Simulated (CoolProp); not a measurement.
The fluid at 320.84 K and 4.38 MPa is throttled through a valve to 0.25 MPa with no heat exchange. The same conditions are run with several fluids, on thermodynamics alone (safety and materials aside).

Computed with CoolProp (reference Helmholtz-energy equation of state of each fluid (CH3F (R41): Lemmon 2006; hydrogen chloride: Thol 2018; nitrous oxide: Lemmon 2006; ethane: Bücker 2006; ethylene: Smukala 2000)).

### Question
Rank CH3F (R41), hydrogen chloride, nitrous oxide, ethane, ethylene by temperature change (K), highest first.

### Answer
ethylene (-43.7), nitrous oxide (-46.7), ethane (-54.2), hydrogen chloride (-66.5), CH3F (R41) (-81.0)

```tsv
fluid	final density (kg/m³)
CH3F (R41)	4.47
hydrogen chloride	4.42
nitrous oxide	4.91
ethane	3.48
ethylene	3.10
```
